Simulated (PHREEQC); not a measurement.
Dissolve 0.0036 mol/kgw H2SO4 at 25 °C and 300 atm. Closed to the air; pH follows from the charge balance.

Equilibrium calculation in PHREEQC: ion-association model, phreeqc.dat.

The pH comes out as 2.23 and the ionic strength is 0.00910 mol/kgw. The specific conductance comes out as 2510 µS/cm and the total alkalinity is -7.20 meq/kg.

| species | molality | activity | log γ |
|---|---|---|---|
| H+ | 0.00635 | 0.00583 | -0.037 |
| SO4-2 | 0.00275 | 0.00187 | -0.166 |
| HSO4- | 0.000850 | 0.000771 | -0.042 |

No solid was allowed to form. Under pressure, the constants of complexes without a molar volume in the database are unreliable.
